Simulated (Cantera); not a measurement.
**Adiabatic ignition**

An adiabatic, constant-pressure homogeneous reactor starts with CH4 : O2 : N2 = 1 : 1.05 : 3.96 (molar parts), at 1798 K and 0.395 atm.

Detailed kinetics in Cantera: GRI-Mech 3.0 (53 species, 325 reactions).

```
t (s)     T (K)     x CH4      x O2       x O     x CO2     x C2H   x H2O2
--------  -----  --------  --------  --------  --------  --------  -------
4.00e-6    1798     0.166     0.175   2.58e-7  4.55e-10    <1e-12  6.63e-8
1.00e-5    1798     0.166     0.175   3.32e-7   5.17e-9    <1e-12  2.02e-7
2.52e-5    1797     0.166     0.175   5.53e-7   7.11e-8    <1e-12  4.70e-7
6.33e-5    1796     0.165     0.174   1.36e-6   1.34e-6    <1e-12  8.33e-7
0.000159   1803     0.158     0.171   7.47e-6   5.04e-5  4.79e-10  3.22e-6
0.000399   2789   1.10e-6  0.000124  0.000327    0.0172   6.45e-8  1.17e-8
0.00100    2727  1.94e-12  0.000252  0.000659    0.0174    <1e-12  1.48e-8
0.00252    2682    <1e-12  0.000365  0.000955    0.0175    <1e-12  1.58e-8
0.00632    2673    <1e-12  0.000381  0.000998    0.0175    <1e-12  1.57e-8
0.0159     2672    <1e-12  0.000378  0.000992    0.0175    <1e-12  1.56e-8
0.0398     2672    <1e-12  0.000378  0.000992    0.0175    <1e-12  1.56e-8
0.100      2672    <1e-12  0.000378  0.000992    0.0175    <1e-12  1.56e-8
```
x: mole fraction; the columns are a selection and need not sum to one.

| Property | Result |
|---|---|
| time of steepest temperature rise | 0.292 ms |
| temperature at 0.100 s | 2672 K |
| equilibrium temperature | 2672 K |
| x(CH4) at 0.100 s | <1e-12 (gas-phase equilibrium <1e-12) |
| x(O2) at 0.100 s | 0.000378 (gas-phase equilibrium 0.000378) |
| x(O) at 0.100 s | 0.000992 (gas-phase equilibrium 0.000992) |
